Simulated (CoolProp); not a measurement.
The fluid at 298.15 K and 6.94 MPa flows at 4.5 m/s in a round tube of 6 mm bore and 45 µm roughness, fully developed (64/Re and Nu = 3.66 if laminar; Colebrook and Gnielinski if turbulent). The same conditions are run with several fluids, on thermodynamics alone (safety and materials aside).

Values from CoolProp's reference Helmholtz-energy equation of state of each fluid (C2F6 (R116): Lemmon 2006; CF4 (R14): Platzer 1990; oxygen: Schmidt 1985; dry air: Lemmon 2000; normal hydrogen: Leachman 2009). The equations of Platzer and Polt are older, rougher fits. Blends and air are pseudo-pure fits.

```
fluid            Reynolds number  Darcy friction factor  pressure drop (Pa/m)  heat-transfer coefficient (W/(m² K))  mass flow (kg/h)
---------------  ---------------  ---------------------  --------------------  ------------------------------------  ----------------
C2F6 (R116)               302000                 0.0347                 63300                                 14800               495
CF4 (R14)                 358000                 0.0347                 19000                                  5830               149
oxygen                    113000                 0.0351                  5510                                  2170              42.6
dry air                   112000                 0.0351                  4860                                  2090              37.5
normal hydrogen            16300                 0.0384                   351                                  2000              2.48
```

Transport values come from each fluid's own correlations; those of C2F6 (R116), CF4 (R14) are estimates that may be off by 10 % or more.
